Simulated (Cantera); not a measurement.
# NO annealing gas

A perfectly stirred reactor is fed with 3.45 % NO, 96.6 % N2, at 1.00 bar; it is held at 1650 K, and followed from long to short residence time.

Computed with Cantera and GRI-Mech 3.0 (53 species, 325 reactions).

```tsv
τ (s)	x NO	x N2O	x NO2	x O	x N2
22	0.0318	4.01e-7	9.75e-6	1.05e-6	0.967
3.7	0.0340	4.49e-7	5.97e-6	6.05e-7	0.966
0.64	0.0344	4.54e-7	4.66e-6	4.70e-7	0.966
0.11	0.0345	4.32e-7	3.74e-6	3.81e-7	0.966
0.018	0.0345	3.27e-7	1.52e-6	1.65e-7	0.966
0.0031	0.0345	1.38e-7	2.20e-7	3.43e-8	0.966
0.00054	0.0345	3.19e-8	2.57e-8	1.10e-8	0.966
```
x: mole fraction; the columns are a selection and need not sum to one.
